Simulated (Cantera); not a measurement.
A closed system holds: 1 mol AlCl₃, 0.63 mol O₂, 46 mol N₂, equilibrated at 1.00 bar.

Cantera equilibrium calculation (NASA polynomials, part measured and part estimated; ideal gas, pure solids and liquids). Candidate condensed phases: Al, AlCl₃, AlN, Al₂O₃; 24 gas species. The tables' values for AlCl₂ are old estimates; treat these amounts as uncertain. Condensed phases not in the tables: AlOCl. Rates play no part.

log p: log10 of the partial pressure in bar; n: condensed amount in mol.

```json
[
 {"T (K)": "600", "log p N₂": "-0.01", "log p Cl": "-8.50", "log p Cl₂": "-1.58", "log p AlCl₃": "-3.03", "log p Al₂Cl₆": "-2.91", "log p NO": "<-12", "log p O₂": "<-12", "n Al₂O₃(s)": "0.420"},
 {"T (K)": "800", "log p N₂": "-0.01", "log p Cl": "___", "log p Cl₂": "-1.58", "log p AlCl₃": "-2.48", "log p Al₂Cl₆": "___", "log p NO": "<-12", "log p O₂": "<-12", "n Al₂O₃(s)": "0.420"},
 {"T (K)": "1000", "log p N₂": "-0.01", "log p Cl": "-4.20", "log p Cl₂": "-1.58", "log p AlCl₃": "-2.47", "log p Al₂Cl₆": "-5.95", "log p NO": "-9.16", "log p O₂": "-10.09", "n Al₂O₃(s)": "0.420"},
 {"T (K)": "1200", "log p N₂": "-0.01", "log p Cl": "-3.12", "log p Cl₂": "-1.58", "log p AlCl₃": "-2.47", "log p Al₂Cl₆": "-6.93", "log p NO": "-6.94", "log p O₂": "-7.23", "n Al₂O₃(s)": "0.420"},
 {"T (K)": "1400", "log p N₂": "-0.01", "log p Cl": "-2.35", "log p Cl₂": "-1.61", "log p AlCl₃": "-2.47", "log p Al₂Cl₆": "-7.62", "log p NO": "-5.39", "log p O₂": "-5.26", "n Al₂O₃(s)": "0.420"},
 {"T (K)": "1600", "log p N₂": "-0.02", "log p Cl": "-1.82", "log p Cl₂": "-1.73", "log p AlCl₃": "-2.45", "log p Al₂Cl₆": "-8.08", "log p NO": "-4.33", "log p O₂": "-4.00", "n Al₂O₃(s)": "0.416"},
 {"T (K)": "1800", "log p N₂": "-0.02", "log p Cl": "___", "log p Cl₂": "___", "log p AlCl₃": "-2.41", "log p Al₂Cl₆": "___", "log p NO": "___", "log p O₂": "-3.47", "n Al₂O₃(s)": "0.406"},
 {"T (K)": "2000", "log p N₂": "-0.02", "log p Cl": "-1.37", "log p Cl₂": "-2.47", "log p AlCl₃": "-2.40", "log p Al₂Cl₆": "-8.64", "log p NO": "-3.47", "log p O₂": "-3.47", "n Al₂O₃(s)": "0.403"},
 {"T (K)": "2200", "log p N₂": "-0.02", "log p Cl": "-1.32", "log p Cl₂": "-2.98", "log p AlCl₃": "-2.43", "log p Al₂Cl₆": "-8.93", "log p NO": "-3.37", "log p O₂": "-3.71", "n Al₂O₃(s)": "0.405"}
]
```

Q: What belongs in the gaps?

A: 
- 1800, log p Cl: -1.51
- 1800, log p Cl₂: -2.01
- 1800, log p Al₂Cl₆: -8.37
- 1800, log p NO: -3.73
- 800, log p Cl: -5.82
- 800, log p Al₂Cl₆: -4.44
